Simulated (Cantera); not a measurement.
Cantera run:

```python
import numpy as np
import cantera as ct

gas_names = """
    H H2 Si SiH SiH2 SiH3 SiH4 Si2 Si3
""".split()
cond_names = """
    Si(cr) Si(L)
""".split()


# ... load() reads the species with a 1 bar reference pressure and builds the phases ...
atoms = {
    'Si': {'Si': 1},
    'H2': {'H': 2},
}
top_T = {}  # K; cautious upper limits of use, not melting points


# ... equilibrate(T, P, feed) seeds the gas with the atoms and calls Mixture.equilibrate('TP', solver="vcs", rtol=1e-11, max_steps=5000) ...
results = []
feed = {'Si': 1, 'H2': 0.4}  # mol
T = 673.15  # K
P = 16000  # Pa
mix = equilibrate(T, P, feed)
results.append((T, P, feed, dict(zip(mix.species_names, mix.species_moles))))
x = sorted(zip(gas.X, gas.species_names), reverse=True)
print(f"T = {T:g} K  P = {P:g} Pa  gas = {mix.phase_moles(0):.4g} mol")
print("   x: " + "  ".join(f"{s} {v:.3e}" for v, s in x if v > 0.001))
print("   condensed (mol): " + ("  ".join(f"{mix.phase(i).name} {mix.phase_moles(i):.4g}"
      for i in range(1, mix.n_phases) if mix.phase_moles(i) > 1e-12) or "none"))
```

Result:

```
T = 673.15 K  P = 16000 Pa  gas = 0.4 mol
   x: H2 1.000e+00
   condensed (mol): Si(cr) 1
```

Method: chemical equilibrium by Gibbs-energy minimisation in Cantera with the NASA 1993 tables (ideal gas, pure condensed phases).
